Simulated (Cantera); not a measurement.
Feed: 1 mol c-C4F8, 4.1 mol H2, held at 0.338 Torr.

Equilibrium computed with Cantera from the NASA thermochemical tables; the gas is ideal and each condensed phase is pure. Candidate condensed phases: C, C6H6, C7H8, C8H18; 95 gas species. The feed counts by its element totals alone. Rates play no part. All values below are at 3400 K.

Base state: H 0.399, F 0.384, C 0.171, HF 0.0268, C2 0.00911, CF 0.00488, C3 0.00441, H2 0.000327 (mole fractions); condensed: gas only.

Q: What changes in the equilibrium state with this change: pressure from 0.338 Torr to 4.58 Torr?

A: 
```tsv
species	before	after
H	0.399	0.322
F	0.384	0.295
HF	0.0268	0.226
C	0.171	0.0666
C3	0.00441	0.0475
CF	0.00488	0.0198
C2	0.00911	0.0186
C5	6.66e-7	0.000199
C2H2 (acetylene)	1.60e-7	3.92e-5
C4	2.19e-6	0.000124
CF2	3.72e-6	0.000157
C2H	5.53e-5	0.00124
```

Q: What changes in the equilibrium state with this change: H2 from 4.1 to 0.11 mol?

A: 
| species | before | after |
|---|---|---|
| F | 0.384 | 0.681 |
| C | 0.171 | 0.253 |
| C2 | 0.00911 | 0.0198 |
| H | 0.399 | 0.0171 |
| HF | 0.0268 | 0.00204 |
| C3 | 0.00441 | 0.0142 |
| CF | 0.00488 | 0.0128 |
| H2 | 0.000327 | 6.01e-7 |
| CH | 1.65e-5 | 1.05e-6 |
| C2H | 5.53e-5 | 5.16e-6 |
